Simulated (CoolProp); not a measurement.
R123 along the isotherm 76.45 °C: density (kg/m³) from the reference equation and from simpler models built on Tc = 183.7 °C, pc = 3662 kPa, ω = 0.282; each cubic takes its own stable root.

Values from CoolProp's reference Helmholtz-energy equation of state, Younglove 1994. It is a modified Benedict-Webb-Rubin equation, recast in Helmholtz form.

| p (kPa) | phase | reference | van der Waals | Redlich-Kwong | Soave-Redlich-Kwong | Peng-Robinson |
|---|---|---|---|---|---|---|
| 17.4 | gas | 0.9193 | 0.9179 | 0.9186 | 0.9189 | 0.9191 |
| 32.9 | gas | 1.745 | 1.740 | 1.742 | 1.743 | 1.744 |
| 62.4 | gas | 3.333 | 3.315 | 3.324 | 3.328 | 3.331 |
| 118 | gas | 6.393 | 6.324 | 6.359 | 6.375 | 6.385 |
| 224 | gas | 12.49 | 12.22 | 12.35 | 12.41 | 12.45 |
| 425 | gas | 25.21 | 24.02 | 24.58 | 24.85 | 25.01 |
| 806 | liquid | 1324 | 49.36 | 1131 | 1190 | 1350 |
| 1530 | liquid | 1328 | 796.4 | 1139 | 1197 | 1356 |
| 2900 | liquid | 1335 | 814.7 | 1155 | 1208 | 1367 |
| 5490 | liquid | 1347 | 841.5 | 1180 | 1227 | 1386 |

At some of these states van der Waals gives the other phase, because its saturation line lies elsewhere.
